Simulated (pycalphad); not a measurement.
All values are pycalphad results on the COST 507 light-alloy database (1999) (1 atm), not direct measurements. The database dates from 1999; later assessments differ in places, in temperatures and in the compounds included. Not assessed as a whole: an extrapolation from subsystems, which can miss ternary compounds. Phase fractions are per mole of atoms. Kinetics are ignored, which matters at the lower temperatures.

Problem. Give the equilibrium state of Al-0.59Si-12.45Mg-0.78Cu (at.%) at 725 K.

Solution. 
```
T = 725.00 K, P = 101325 Pa, N = 1 mol of atoms
G = -28810 J/mol, H = 11603 J/mol, S = 55.74 J/(mol K)  (SER reference)
chemical potentials (J/mol): Al -26741, Si -58431, Mg -38513, Cu -80108
phase             fraction      x(Al)      x(Si)      x(Mg)      x(Cu)
FCC_A1              0.9480     0.8900   7.51e-06     0.1046     0.0053
TAU                 0.0343     0.5258       none     0.3944     0.0798
MG2SI               0.0177       none     0.3333     0.6667       none
```

Problem. Give the equilibrium state of Al-0.59Si-12.45Mg-0.78Cu (at.%) at 400 K.

Solution. 
```
T = 400.00 K, P = 101325 Pa, N = 1 mol of atoms
G = -13555 J/mol, H = 1326 J/mol, S = 37.20 J/(mol K)  (SER reference)
chemical potentials (J/mol): Al -11771, Si -58360, Mg -19172, Cu -87218
phase             fraction      x(Al)      x(Si)      x(Mg)      x(Cu)
FCC_A1              0.7323     0.9805   2.01e-12     0.0195   2.12e-08
TAU                 0.1924     0.5641       none     0.3953     0.0405
ALMG_BETA           0.0576     0.6114       none     0.3886       none
MG2SI               0.0177       none     0.3333     0.6667       none
```

Database names, with the compositions (at.%) that they take in these runs: MG2SI: Mg 67 Si 33; TAU: Al 53-57 Mg 39 Cu 4-8; ALMG_BETA: Al 61 Mg 39. FCC_A1 is fcc. An entry "none" or "no" means that the model of the phase leaves that element out.
